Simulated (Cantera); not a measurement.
Charge: 1 mol SiHCl3, 0.21 mol Cl2, 11 mol H2, held at 1.33 mbar.

Method: chemical equilibrium by Gibbs-energy minimisation in Cantera with the NASA 1993 tables (ideal gas, pure condensed phases). Candidate condensed phases: Si; 19 gas species. Gases not in the tables: Si2H6 and higher silanes. Rates play no part.

**Question.** Which condensed phases are stable at each of these points (T (K)): 1100, 1150, 1200, 1250, 1300, 1350, 1400, 1450, 1500, 1550, 1600, 1650, 1700?

**Answer.** 
```csv
T (K),condensed phases,Si condensed (%)
1100,Si(s),27.7
1150,Si(s),26.4
1200,Si(s),23.8
1250,Si(s),21.2
1300,Si(s),19.1
1350,Si(s),17.5
1400,Si(s),16.1
1450,Si(s),14.8
1500,Si(s),13.6
1550,Si(s),12.6
1600,Si(s),11.5
1650,Si(s),10.4
1700,Si(l),9.7
```

From 1100 K to 1650 K the condensed part is Si(s). At 1700 K the condensed part is Si(l).
